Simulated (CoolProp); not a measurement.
Vapour pressure (bar) of n-perfluorohexane: the reference equation beside estimates from Tc = 448.0 K, pc = 17.42 bar, ω = 0.497.

Values from CoolProp's reference Helmholtz-energy equation of state, Gao 2022.

```csv
T (K),reference,van der Waals,Peng-Robinson
267.5,0.06295,1.471,0.06643
282.6,0.1419,2.008,0.1465
297.8,0.2896,2.668,0.2947
312.9,0.5400,3.452,0.5445
328.1,0.9407,4.379,0.9443
343.3,1.543,5.455,1.547
358.4,2.401,6.677,2.409
373.6,3.592,8.068,3.614
388.7,5.174,9.618,5.225
403.9,7.256,11.35,7.355
419,9.918,13.25,10.08
434.2,13.35,15.35,13.54
```

Absolute difference from the reference over all 12 rows, mean and median: van der Waals 502.1 and 215.8 %, Peng-Robinson 1.5 and 1.2 %.
